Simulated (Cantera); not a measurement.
**Equilibrium for abatement and gas-phase synthesis: HCl + H2O + O2**

A closed system holds: 1 mol HCl, 0.086 mol H2O, 0.21 mol O2, at 70.0 Pa.

These are equilibrium values from Cantera (NASA tables, ideal gas, pure condensed phases), not measurements of a reactor. Candidate condensed phases: H2O; 14 gas species. The numbers say what is thermodynamically allowed, not how fast it happens.

| T (°C) | log p HCl | log p Cl | log p H2O | log p H | log p O2 | log p O | log p H2 | log p OH |
|---|---|---|---|---|---|---|---|---|
| 1525 | -3.41 | -3.89 | -3.97 | -6.55 | -4.13 | -5.99 | -6.19 | -5.52 |
| 1575 | -3.43 | -3.85 | -3.95 | -6.25 | -4.15 | -5.80 | -5.96 | -5.38 |
| 1625 | -3.45 | -3.81 | -3.94 | -5.98 | -4.18 | -5.62 | -5.74 | -5.26 |
| 1675 | -3.47 | -3.78 | -3.92 | -5.71 | -4.21 | -5.46 | -5.54 | -5.15 |
| 1725 | -3.50 | -3.75 | -3.91 | -5.47 | -4.24 | -5.30 | -5.34 | -5.04 |
| 1775 | -3.52 | -3.72 | -3.91 | -5.23 | -4.27 | -5.15 | -5.16 | -4.94 |
| 1825 | -3.55 | -3.69 | -3.92 | -5.01 | -4.30 | -5.01 | -5.00 | -4.85 |
| 1875 | -3.58 | -3.67 | -3.93 | -4.81 | -4.33 | -4.88 | -4.85 | -4.77 |
| 1925 | -3.62 | -3.65 | -3.95 | -4.62 | -4.36 | -4.75 | -4.72 | -4.70 |
| 1975 | -3.66 | -3.63 | -3.99 | -4.44 | -4.39 | -4.64 | -4.61 | -4.65 |
| 2025 | -3.72 | -3.62 | -4.05 | -4.28 | -4.43 | -4.52 | -4.52 | -4.60 |
| 2075 | -3.78 | -3.60 | -4.12 | -4.14 | -4.46 | -4.42 | -4.46 | -4.57 |
| 2125 | -3.85 | -3.59 | -4.22 | -4.01 | -4.50 | -4.32 | -4.42 | -4.55 |
log p: log10 of the partial pressure in bar; nothing condenses.

From 1525 °C to 2125 °C nothing is condensed.
